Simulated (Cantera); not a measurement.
Charge: 1 mol NaCl, 0.9 mol H2O, 1.1 mol N2, equilibrated at 0.100 bar.

Cantera equilibrium calculation (NASA polynomials, part measured and part estimated; ideal gas, pure solids and liquids). Candidate condensed phases: H2O, NH4Cl, Na, NaCl, NaOH, NaO2, Na2O, Na2O2; 38 gas species. Rates play no part.

Problem. What share of the Na ends up in condensed phases as a function of T (K), at 1075, 1125, 1175, 1225, 1275, 1325, 1375, 1425?

Solution. 
```json
[
 {"T (K)": "1075", "Na condensed (%)": "98.6", "as": "NaCl(l)"},
 {"T (K)": "1125", "Na condensed (%)": "96.5", "as": "NaCl(l)"},
 {"T (K)": "1175", "Na condensed (%)": "92.0", "as": "NaCl(l)"},
 {"T (K)": "1225", "Na condensed (%)": "82.9", "as": "NaCl(l)"},
 {"T (K)": "1275", "Na condensed (%)": "64.3", "as": "NaCl(l)"},
 {"T (K)": "1325", "Na condensed (%)": "25.1", "as": "NaCl(l)"},
 {"T (K)": "1375", "Na condensed (%)": "0.0", "as": "-"},
 {"T (K)": "1425", "Na condensed (%)": "0.0", "as": "-"}
]
```
